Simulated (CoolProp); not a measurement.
Vapour-liquid equilibrium of 1-butene (1) + n-perfluorobutane (2) at 330.8 K; x and y are mole fractions of (1).

Model: multi-fluid Helmholtz-energy mixture model, Lemmon 2005 and Gao 2022; pair parameters Bell 2016, in CoolProp.

Question: Give the bubble pressure and the first vapour's composition at x = 0.5, 0.575, 0.8. Is there an azeotrope?

Answer: x = 0.5: 11.17 bar, y = 0.568; x = 0.575: 11.22 bar, y = 0.586; x = 0.8: 10.98 bar, y = 0.627. y crosses x between x = 0.575 and 0.65: the model has an azeotrope there.

The pair parameters rest on a limited set of measurements; away from them the model extrapolates. With so large a gap from Raoult's law the liquid may split in two, which this calculation doesn't test in full.
